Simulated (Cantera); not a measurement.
An isothermal, constant-pressure homogeneous reactor starts with NO : N₂ = 1 : 5.5 (molar parts), at 1400 K and 46.5 Torr. Integrator tolerance rtol = 1e-08.

Computed with Cantera and GRI-Mech 3.0 (53 species, 325 reactions).

Q: What does this change do: temperature 1400 to 2175 K?

A: 
```csv
quantity,before,after
x(NO) at 10.0 s,0.154 (gas-phase equilibrium 0.000476),0.00761 (gas-phase equilibrium 0.00755)
x(N₂O) at 10.0 s,6.87e-6 (gas-phase equilibrium 8.15e-9),1.13e-7 (gas-phase equilibrium 1.13e-7)
x(O) at 10.0 s,1.07e-7 (gas-phase equilibrium 1.06e-6),0.00249 (gas-phase equilibrium 0.00249)
x(N₂) at 10.0 s,0.846 (gas-phase equilibrium 0.923),0.918 (gas-phase equilibrium 0.918)
x(NO₂) at 10.0 s,1.41e-5 (gas-phase equilibrium 5.31e-7),1.46e-6 (gas-phase equilibrium 1.45e-6)
x(O₂) at 10.0 s,2.35e-5 (gas-phase equilibrium 0.0767),0.0718 (gas-phase equilibrium 0.0718)
```
